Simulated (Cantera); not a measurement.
An isothermal, constant-pressure homogeneous reactor starts with CH₄ : H₂ : H = 0.02 : 1 : 0.14 (molar parts), at 1875 K and 4200 Pa.

Model: GRI-Mech 3.0 (53 species, 325 reactions), integrated in Cantera. GRI-Mech 3.0 stops at C3 and has no aromatics, soot or wall deposition, so with more carbon than oxygen in the feed, carbon stays in small species such as C2H2 where larger ones or solid carbon would form. Radical loss at walls, strong at low pressure, is not modelled.

x: mole fraction; the columns are a selection and need not sum to one.

```json
[
 {"t (s)": "4.00e-5", "x CH₄": "0.00344", "x H₂": "0.890", "x H": "0.0960", "x C₂H₄": "7.91e-5", "x C₂H₂": "0.00308", "x C₂H": "[?]"},
 {"t (s)": "0.000102", "x CH₄": "0.00177", "x H₂": "0.901", "x H": "0.0873", "x C₂H₄": "3.16e-5", "x C₂H₂": "0.00584", "x C₂H": "[?]"},
 {"t (s)": "0.000261", "x CH₄": "0.000570", "x H₂": "0.909", "x H": "0.0811", "x C₂H₄": "6.75e-6", "x C₂H₂": "0.00770", "x C₂H": "8.17e-6"},
 {"t (s)": "0.000666", "x CH₄": "0.000161", "x H₂": "0.913", "x H": "0.0780", "x C₂H₄": "1.75e-6", "x C₂H₂": "0.00837", "x C₂H": "8.48e-6"},
 {"t (s)": "0.00170", "x CH₄": "5.67e-5", "x H₂": "0.916", "x H": "0.0752", "x C₂H₄": "1.26e-6", "x C₂H₂": "0.00856", "x C₂H": "8.33e-6"},
 {"t (s)": "0.00434", "x CH₄": "2.42e-5", "x H₂": "0.921", "x H": "0.0703", "x C₂H₄": "1.27e-6", "x C₂H₂": "0.00864", "x C₂H": "7.83e-6"},
 {"t (s)": "0.0111", "x CH₄": "1.31e-5", "x H₂": "0.930", "x H": "0.0609", "x C₂H₄": "1.43e-6", "x C₂H₂": "0.00871", "x C₂H": "[?]"},
 {"t (s)": "0.0283", "x CH₄": "1.07e-5", "x H₂": "0.947", "x H": "0.0446", "x C₂H₄": "1.82e-6", "x C₂H₂": "0.00879", "x C₂H": "[?]"},
 {"t (s)": "0.0722", "x CH₄": "1.47e-5", "x H₂": "0.967", "x H": "0.0244", "x C₂H₄": "2.67e-6", "x C₂H₂": "0.00888", "x C₂H": "[?]"},
 {"t (s)": "0.184", "x CH₄": "2.61e-5", "x H₂": "0.981", "x H": "0.00992", "x C₂H₄": "3.94e-6", "x C₂H₂": "0.00894", "x C₂H": "[?]"},
 {"t (s)": "0.471", "x CH₄": "4.04e-5", "x H₂": "0.987", "x H": "0.00426", "x C₂H₄": "4.94e-6", "x C₂H₂": "0.00896", "x C₂H": "[?]"},
 {"t (s)": "1.20", "x CH₄": "5.77e-5", "x H₂": "0.988", "x H": "0.00323", "x C₂H₄": "5.23e-6", "x C₂H₂": "0.00896", "x C₂H": "3.47e-7"},
 {"t (s)": "3.07", "x CH₄": "8.86e-5", "x H₂": "0.988", "x H": "0.00320", "x C₂H₄": "5.23e-6", "x C₂H₂": "0.00894", "x C₂H": "3.44e-7"},
 {"t (s)": "7.83", "x CH₄": "0.000123", "x H₂": "0.988", "x H": "0.00320", "x C₂H₄": "5.23e-6", "x C₂H₂": "0.00892", "x C₂H": "3.43e-7"},
 {"t (s)": "20.0", "x CH₄": "0.000132", "x H₂": "0.988", "x H": "0.00320", "x C₂H₄": "5.22e-6", "x C₂H₂": "0.00892", "x C₂H": "3.43e-7"}
]
```

**Question.** Some entries are withheld; supply them.

**Answer.** 
- 4.00e-5, x C₂H: 4.07e-6
- 0.000102, x C₂H: 6.79e-6
- 0.0111, x C₂H: 6.76e-6
- 0.0283, x C₂H: 4.91e-6
- 0.0722, x C₂H: 2.66e-6
- 0.184, x C₂H: 1.07e-6
- 0.471, x C₂H: 4.59e-7
